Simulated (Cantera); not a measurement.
Cantera with NASA thermochemical tables; ideal gases at 1 bar, condensed phases pure. Values are per mole of reaction as written; species without (g) are pure solids or liquids, kept so even where they would boil at 1 bar.

0.6667 Fe + Cl₂(g) ⇌ 0.6667 FeCl₃(g)

| T (K) | ΔH° (kJ) | ΔS° (J/K) | ΔG° (kJ) | log10 K | condensed phases |
|---|---|---|---|---|---|
| 300 | ___ | ___ | ___ | ___ | Fe(α) |
| 550 | -169.0 | -12.3 | -162.2 | 15.41 | Fe(α) |
| 750 | ___ | ___ | ___ | ___ | Fe(α) |
| 950 | -171.6 | -15.6 | -156.8 | 8.62 | Fe(α) |
| 1150 | -175.3 | -19.1 | -153.3 | 6.96 | Fe(α) |
| 1350 | ___ | ___ | ___ | ___ | Fe(γ) |

Problem. What belongs in the gaps?

Solution. 
- 300, ΔH° (kJ): -168.7
- 300, ΔS° (J/K): -11.8
- 300, ΔG° (kJ): -165.2
- 300, log10 K: 28.76
- 750, ΔH° (kJ): -169.8
- 750, ΔS° (J/K): -13.5
- 750, ΔG° (kJ): -159.7
- 750, log10 K: 11.12
- 1350, ΔH° (kJ): -177.0
- 1350, ΔS° (J/K): -20.6
- 1350, ΔG° (kJ): -149.3
- 1350, log10 K: 5.78
